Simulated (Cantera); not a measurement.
A perfectly stirred reactor is fed with 3.99 % C₃H₈, 20.2 % O₂, 75.8 % N₂, equivalence ratio 0.99, at 2.70 bar; it is adiabatic with a 473 K inlet, and is followed from long to short residence time, starting on the burning branch (τ in s: 0.4, 0.16, 0.061, 0.024, 0.0093, 0.0036, 0.0014, 0.00055, 0.00021, 8.3e-05).

Model: GRI-Mech 3.0 (53 species, 325 reactions), integrated in Cantera. GRI-Mech 3.0 was tuned for natural gas; its chemistry of propane as a main component is partial and can be far from experiment.

Predict: blow-out, bracketed by the residence times tried; x(C₃H₈) at τ = 0.400 s; x(O₂) at τ = 0.400 s; x(NO) at τ = 0.400 s; x(C₂H) at τ = 0.400 s; x(N₂O) at τ = 0.400 s; x(C₃H₈) at τ = 3.60 ms; x(O₂) at τ = 3.60 ms; x(NO) at τ = 3.60 ms; x(C₂H) at τ = 3.60 ms; x(N₂O) at τ = 3.60 ms.


```
Property                                                                           Value
------------------------------------------------  --------------------------------------
blow-out, bracketed by the residence times tried  burning at 83.0 µs, the shortest tried
x(C₃H₈) at τ = 0.400 s                                                           1.56e-8
x(O₂) at τ = 0.400 s                                                             0.00754
x(NO) at τ = 0.400 s                                                             0.00302
x(C₂H) at τ = 0.400 s                                                            1.21e-9
x(N₂O) at τ = 0.400 s                                                            2.91e-7
x(C₃H₈) at τ = 3.60 ms                                                           1.37e-6
x(O₂) at τ = 3.60 ms                                                              0.0121
x(NO) at τ = 3.60 ms                                                            0.000742
x(C₂H) at τ = 3.60 ms                                                            6.66e-8
x(N₂O) at τ = 3.60 ms                                                            3.43e-7
```
